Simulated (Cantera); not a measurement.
Cantera run:

```python
import numpy as np
import cantera as ct

gas_names = """
    H H2 N NH NH2 NH3 N2 N2H2 N2H4 Si SiH SiH2 SiH3 SiH4 SiN Si2 Si2N Si3
""".split()
cond_names = """
    Si(cr) Si(L) Si3N4(a)
""".split()


# ... load() reads the species with a 1 bar reference pressure and builds the phases ...
atoms = {
    'trisilylamine': {'Si': 3, 'N': 1, 'H': 9},
    'NH3': {'N': 1, 'H': 3},
    'H2': {'H': 2},
}
top_T = {'Si3N4(a)': 2400}  # K; cautious upper limits of use, not melting points


# ... equilibrate(T, P, feed) seeds the gas with the atoms and calls Mixture.equilibrate('TP', solver="vcs", rtol=1e-11, max_steps=5000) ...
results = []
feed = {'trisilylamine': 1, 'NH3': 0.76, 'H2': 34}  # mol
P = 133.322  # Pa
for T in [1048, 1123, 1198, 1273, 1348, 1423, 1498, 1573, 1648, 1723]:
    mix = equilibrate(T, P, feed)
    results.append((T, P, feed, dict(zip(mix.species_names, mix.species_moles))))

top = {s: max(r[3][s] / sum(r[3][g] for g in gas_names) for r in results) for s in gas_names}
cols = sorted((s for s in top if top[s] > 1e-05), key=lambda s: -top[s])[:7]
seen = [c for c in cond_names if any(r[3].get(c, 0) > 1e-12 for r in results)]
print("log10 of partial pressures in bar; condensed amounts in mol")
print(f"{'T/K':>10s}" + "".join(f"{s[:9]:>10s}" for s in cols + seen))
for T, P, feed, n in results:
    ng = sum(n[g] for g in gas_names)
    print(f"{T:10.4g}" + "".join(f"{np.log10(max(n[s] / ng * P / 1e5, 1e-99)):10.3f}" for s in cols)
          + "".join(f"{n.get(c, 0):10.4g}" for c in seen))
```

Output:

```
log10 of partial pressures in bar; condensed amounts in mol
       T/K        H2        N2         H        Si       SiH      SiH2    Si(cr)     Si(L)  Si3N4(a)
      1048    -2.875    -9.895    -9.550   -14.680   -14.458   -12.325      1.68         0      0.44
      1123    -2.875    -8.655    -8.808   -13.191   -13.224   -11.521      1.68         0      0.44
      1198    -2.875    -7.572    -8.159   -11.890   -12.146   -10.818     1.681         0    0.4396
      1273    -2.875    -6.619    -7.584   -10.744   -11.197   -10.197     1.691         0    0.4364
      1348    -2.876    -5.773    -7.074    -9.726   -10.355    -9.647     1.755         0    0.4149
      1423    -2.878    -5.019    -6.617    -8.816    -9.604    -9.157      2.11         0    0.2966
      1498    -2.885    -4.538    -6.207    -7.998    -8.931    -8.721         3         0         0
      1573    -2.885    -4.539    -5.833    -7.260    -8.321    -8.321     2.998         0         0
      1648    -2.886    -4.539    -5.493    -6.589    -7.767    -7.958     2.991         0         0
      1723    -2.887    -4.540    -5.183    -6.007    -7.293    -7.657         0     2.967         0
```

These are equilibrium values from Cantera (NASA tables, ideal gas, pure condensed phases), not measurements of a reactor. The feed counts by its element totals alone. Mutual solubility and eutectic melting of coexisting phases are not modelled. Gases not in the tables: Si2H6 and higher silanes.
